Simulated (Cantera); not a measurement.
# Thermodynamics of carbothermic reduction, feed Fe₂O₃ + CO + H₂

A closed system holds: 1 mol Fe₂O₃, 1.6 mol CO, 0.12 mol H₂, equilibrated at 750 Torr.

These are equilibrium values from Cantera (NASA tables, ideal gas, pure condensed phases), not measurements of a reactor. Candidate condensed phases: C, C₆H₆, C₇H₈, C₈H₁₈, Fe, Fe(CO)₅, FeO, Fe(OH)₂, Fe(OH)₃, Fe₂O₃, Fe₃O₄, H₂O; 114 gas species. The tables' stoichiometric FeO is somewhat more stable than real wüstite, so its field is too wide. FeO: taken at fixed stoichiometry. The numbers say what is thermodynamically allowed, not how fast it happens.

From 1198 K to 1648 K the condensed part is FeO(s). From 1698 K to 1798 K the condensed part is FeO(l). The main Fe-bearing gas is Fe(OH)₂ throughout.

```json
[
 {"T (K)": "1198", "log p CO₂": "-0.27", "log p CO": "-0.40", "log p H₂O": "-1.34", "log p H₂": "-1.61", "log p H": "-7.53", "n FeO(s)": "2.00", "n FeO(l)": "0"},
 {"T (K)": "1248", "log p CO₂": "-0.27", "log p CO": "-0.40", "log p H₂O": "-1.33", "log p H₂": "-1.65", "log p H": "-7.15", "n FeO(s)": "2.00", "n FeO(l)": "0"},
 {"T (K)": "1298", "log p CO₂": "-0.27", "log p CO": "-0.40", "log p H₂O": "-1.31", "log p H₂": "-1.68", "log p H": "-6.81", "n FeO(s)": "2.00", "n FeO(l)": "0"},
 {"T (K)": "1348", "log p CO₂": "-0.27", "log p CO": "-0.40", "log p H₂O": "-1.30", "log p H₂": "-1.71", "log p H": "-6.49", "n FeO(s)": "2.00", "n FeO(l)": "0"},
 {"T (K)": "1398", "log p CO₂": "-0.28", "log p CO": "-0.40", "log p H₂O": "-1.29", "log p H₂": "-1.74", "log p H": "-6.20", "n FeO(s)": "2.00", "n FeO(l)": "0"},
 {"T (K)": "1448", "log p CO₂": "-0.28", "log p CO": "-0.40", "log p H₂O": "-1.28", "log p H₂": "-1.77", "log p H": "-5.92", "n FeO(s)": "2.00", "n FeO(l)": "0"},
 {"T (K)": "1498", "log p CO₂": "-0.28", "log p CO": "-0.40", "log p H₂O": "-1.27", "log p H₂": "-1.80", "log p H": "-5.66", "n FeO(s)": "2.00", "n FeO(l)": "0"},
 {"T (K)": "1548", "log p CO₂": "-0.28", "log p CO": "-0.39", "log p H₂O": "-1.26", "log p H₂": "-1.82", "log p H": "-5.42", "n FeO(s)": "2.00", "n FeO(l)": "0"},
 {"T (K)": "1598", "log p CO₂": "-0.28", "log p CO": "-0.39", "log p H₂O": "-1.26", "log p H₂": "-1.85", "log p H": "-5.20", "n FeO(s)": "2.00", "n FeO(l)": "0"},
 {"T (K)": "1648", "log p CO₂": "-0.28", "log p CO": "-0.39", "log p H₂O": "-1.25", "log p H₂": "-1.87", "log p H": "-4.98", "n FeO(s)": "2.00", "n FeO(l)": "0"},
 {"T (K)": "1698", "log p CO₂": "-0.28", "log p CO": "-0.39", "log p H₂O": "-1.25", "log p H₂": "-1.89", "log p H": "-4.78", "n FeO(s)": "0", "n FeO(l)": "2.00"},
 {"T (K)": "1748", "log p CO₂": "-0.28", "log p CO": "-0.39", "log p H₂O": "-1.24", "log p H₂": "-1.91", "log p H": "-4.60", "n FeO(s)": "0", "n FeO(l)": "2.00"},
 {"T (K)": "1798", "log p CO₂": "-0.28", "log p CO": "-0.39", "log p H₂O": "-1.24", "log p H₂": "-1.93", "log p H": "-4.42", "n FeO(s)": "0", "n FeO(l)": "2.00"}
]
```
log p: log10 of the partial pressure in bar; n: condensed amount in mol.
